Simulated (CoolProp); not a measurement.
The numbers come from the reference Helmholtz-energy equation of state, Gao 2022 in CoolProp.

Q: Give the vapour pressure (kPa), liquid density (kg/m³), vapour density (kg/m³), enthalpy of vaporisation (kJ/kg) of saturated n-perfluoropentane at 201.7, 375.1 K.

A: 
```tsv
T (K)	p (kPa)	liquid density (kg/m³)	vapour density (kg/m³)	enthalpy of vaporisation (kJ/kg)
201.7	0.223	1890	0.0383	116
375.1	805	1290	101	62.3
```
